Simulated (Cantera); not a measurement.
Charge: 1 mol C2H2, 0.15 mol H2O, 0.48 mol N2, equilibrated at 2775 K and 0.233 Torr.

Method: chemical equilibrium by Gibbs-energy minimisation in Cantera with the NASA 1993 tables (ideal gas, pure condensed phases). Candidate condensed phases: C, C6H6, C7H8, C8H18, H2O; 136 gas species. Kinetics and transport are ignored.

Base state: H 0.662, N2 0.138, C3 0.0747, CO 0.0472, H2 0.0243, CN 0.0170, C 0.0161, HCN 0.00761 (mole fractions); condensed: C(graphite).

Problem. What changes in the equilibrium state with this change: temperature from 2775 K to 2123.15 K?

Solution. 
| species | before | after |
|---|---|---|
| H2 | 0.0243 | 0.520 |
| N2 | 0.138 | 0.245 |
| H | 0.662 | 0.147 |
| C3 | 0.0747 | 1.55e-6 |
| C | 0.0161 | 1.19e-6 |
| CN | 0.0170 | 7.21e-5 |
| CO | 0.0472 | 0.0781 |
| C5 | 0.000654 | <1e-9 |
| C4 | 0.000126 | <1e-9 |
| C2 | 0.00726 | 1.34e-7 |
| CNC | 1.86e-5 | 2.91e-9 |
| CH | 2.97e-5 | 5.30e-8 |
| C(graphite), mol | 0.926 | 1.83 |

Problem. What changes in the equilibrium state with this change: temperature from 2775 K to 723 K?

Solution. 
```csv
species,before,after
H2,0.0243,0.646
N2,0.138,0.271
CO,0.0472,0.0761
H,0.662,<1e-9
C3,0.0747,<1e-9
CN,0.0170,<1e-9
C,0.0161,<1e-9
C2,0.00726,<1e-9
H2O,<1e-9,0.00312
"C(graphite), mol",0.926,1.86
```
